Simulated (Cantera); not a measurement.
## Metals in furnace atmospheres: Fe + CO2 + N2

Charge: 1 mol Fe, 0.23 mol CO2, 150 mol N2, held at 88.0 mbar.

Method: chemical equilibrium by Gibbs-energy minimisation in Cantera with the NASA 1993 tables (ideal gas, pure condensed phases). Candidate condensed phases: C, Fe, Fe(CO)5, FeO, Fe2O3, Fe3O4; 27 gas species. Each liquid is taken as pure. Mutual solubility and eutectic melting of coexisting phases are not modelled. The tables' stoichiometric FeO is somewhat more stable than real wüstite, so its field is too wide. FeO: taken at fixed stoichiometry. Kinetics and transport are ignored.

```csv
T (°C),x N2,x Fe,x CO,x CO2,x FeO,x NO,x O,n Fe(α),n FeO(s),n Fe(γ),n Fe(δ),n FeO(l),n Fe(l)
800,0.998,4.71e-12,0.00124,0.000287,<1e-12,<1e-12,<1e-12,0.813,0.187,0,0,0,0
900,0.998,2.23e-10,0.00127,0.000262,<1e-12,2.47e-12,<1e-12,0.809,0.191,0,0,0,0
1000,0.998,5.65e-9,0.00129,0.000244,2.24e-12,4.58e-11,<1e-12,0,0.193,0.807,0,0,0
1100,0.998,8.87e-8,0.00130,0.000229,7.06e-11,5.52e-10,<1e-12,0,0.196,0.804,0,0,0
1200,0.998,9.50e-7,0.00131,0.000216,1.37e-9,4.72e-9,1.69e-11,0,0.198,0.802,0,0,0
1300,0.998,7.47e-6,0.00133,0.000205,1.80e-8,3.06e-8,2.55e-10,0,0.199,0.800,0,0,0
1400,0.998,4.56e-5,0.00134,0.000191,1.67e-7,1.54e-7,2.71e-9,0,0,0,0.792,0.201,0
1500,0.998,0.000225,0.00136,0.000168,1.11e-6,6.00e-7,2.04e-8,0,0,0,0.762,0.204,0
1600,0.998,0.000898,0.00138,0.000154,5.95e-6,2.08e-6,1.28e-7,0,0,0,0,0.206,0.658
1700,0.995,0.00305,0.00138,0.000144,2.66e-5,6.44e-6,6.76e-7,0,0,0,0,0.203,0.334
1800,0.993,0.00535,0.00131,0.000217,0.000102,3.05e-5,5.18e-6,0,0,0,0,0.176,0
```
x: gas mole fraction; n: condensed amount in mol.

From 800 °C to 900 °C the condensed part is Fe(α) + FeO(s). From 1000 °C to 1300 °C the condensed part is Fe(γ) + FeO(s). From 1400 °C to 1500 °C the condensed part is Fe(δ) + FeO(l). From 1600 °C to 1700 °C the condensed part is Fe(l) + FeO(l). At 1800 °C the condensed part is FeO(l).
